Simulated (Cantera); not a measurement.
Gas mixture: 100 % NO, at 13300 Pa, frozen composition.

Cantera's kinetic-theory transport with the Lennard-Jones parameters of GRI-Mech 3.0, ideal gas; thermal conductivity in the mixture-averaged form. The composition is frozen, though it would react at the higher temperatures.

D: mixture-averaged diffusion coefficient of that species in the mixture.

```tsv
T (K)	ρ (kg/m³)	cp (J/kg/K)	μ (µPa s)	λ (mW/m/K)	Pr	D (cm²/s) CH4	D (cm²/s) NO	D (cm²/s) C2H2
400	0.120	998.6	23.1	(withheld)	0.712	2.80	507	2.10
550	0.0875	1028	28.9	(withheld)	0.707	4.86	890	3.67
700	0.0687	1067	34.0	(withheld)	0.707	7.33	1350	5.56
850	0.0566	1104	38.6	(withheld)	0.708	10.2	1880	7.73
1000	0.0481	1133	42.9	(withheld)	0.709	13.4	2480	10.2
1150	0.0418	1153	47.0	(withheld)	0.707	16.9	3130	12.9
```

**Question.** What belongs in the gaps?

**Answer.** 
- 400, λ (mW/m/K): 32.4
- 550, λ (mW/m/K): 42.0
- 700, λ (mW/m/K): 51.3
- 850, λ (mW/m/K): 60.2
- 1000, λ (mW/m/K): 68.6
- 1150, λ (mW/m/K): 76.7
